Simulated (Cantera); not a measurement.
What does this Cantera script print?

```python
import numpy as np
import cantera as ct

gas = ct.Solution("gri30.yaml")
gas.TPX = 1450, 1300000, {'H2': 1, 'O2': 1.19, 'N2': 5}
reactor = ct.IdealGasReactor(gas, energy="on", clone=False)
net = ct.ReactorNet([reactor])
net.rtol, net.atol = 1e-08, 1e-16
show = ['H2', 'O2', 'H2O', 'O', 'HO2', 'NO']
times = np.geomspace(6e-06, 6, 13)

steps = ct.SolutionArray(gas, extra=["t"])
rows = []
print(f"{'t/s':>10s}{'T/K':>9s}{'P/Pa':>11s}" + "".join(f"{s:>11s}" for s in show))
for t in times:
    while net.time < t:
        t_next = net.step()
        steps.append(gas.state, t=t_next)
    rows.append([np.interp(t, steps.t, y) for y in (steps.T, steps.P, *steps(*show).X.T)])
    print(f"{t:10.3e}{rows[-1][0]:9.1f}{rows[-1][1]:11.4g}" + "".join(f"{x:11.3e}" for x in rows[-1][2:]))
rate = np.gradient(steps.T, steps.t)
print("integrator steps:", len(steps.t))
if steps.T.max() > steps.T[0] + 200:
    print(f"time of steepest temperature rise: {steps.t[rate.argmax()]:.4e} s")
gas.TPX = 1450, 1300000, {'H2': 1, 'O2': 1.19, 'N2': 5}
gas.equilibrate("UV")
print(f"equilibrium (UV): T = {gas.T:.1f} K  " + "  ".join(f"{s} {gas[s].X[0]:.3e}" for s in show))
```

Result:

```
       t/s      T/K       P/Pa         H2         O2        H2O          O        HO2         NO
 6.000e-06   2591.0  2.169e+06  8.991e-04  1.002e-01  1.435e-01  1.539e-03  2.669e-05  1.119e-04
 1.897e-05   2590.9  2.169e+06  8.917e-04  1.002e-01  1.435e-01  1.526e-03  2.663e-05  2.778e-04
 6.000e-05   2589.7  2.168e+06  8.883e-04  9.991e-02  1.435e-01  1.516e-03  2.650e-05  7.924e-04
 1.897e-04   2586.1  2.165e+06  8.783e-04  9.918e-02  1.436e-01  1.487e-03  2.613e-05  2.323e-03
 6.000e-04   2576.8  2.157e+06  8.526e-04  9.729e-02  1.438e-01  1.413e-03  2.517e-05  6.265e-03
 1.897e-03   2561.5  2.144e+06  8.116e-04  9.421e-02  1.441e-01  1.299e-03  2.364e-05  1.272e-02
 6.000e-03   2553.4  2.137e+06  7.908e-04  9.260e-02  1.442e-01  1.242e-03  2.287e-05  1.608e-02
 1.897e-02   2553.1  2.136e+06  7.899e-04  9.253e-02  1.442e-01  1.239e-03  2.284e-05  1.623e-02
 6.000e-02   2553.1  2.136e+06  7.899e-04  9.253e-02  1.442e-01  1.239e-03  2.284e-05  1.623e-02
 1.897e-01   2553.1  2.136e+06  7.899e-04  9.253e-02  1.442e-01  1.239e-03  2.284e-05  1.623e-02
 6.000e-01   2553.1  2.136e+06  7.899e-04  9.253e-02  1.442e-01  1.239e-03  2.284e-05  1.623e-02
 1.897e+00   2553.1  2.136e+06  7.899e-04  9.253e-02  1.442e-01  1.239e-03  2.284e-05  1.623e-02
 6.000e+00   2553.1  2.136e+06  7.899e-04  9.253e-02  1.442e-01  1.239e-03  2.284e-05  1.623e-02
integrator steps: 1136
time of steepest temperature rise: 1.8128e-06 s
equilibrium (UV): T = 2553.1 K  H2 7.899e-04  O2 9.253e-02  H2O 1.442e-01  O 1.239e-03  HO2 2.284e-05  NO 1.623e-02
```

Computed with Cantera and GRI-Mech 3.0 (53 species, 325 reactions). The hydrogen kinetics of GRI-Mech 3.0 are dated; newer H2 mechanisms differ, most at raised pressure. The pressure lies above the range GRI-Mech 3.0 was tuned for (to about 10 atm).
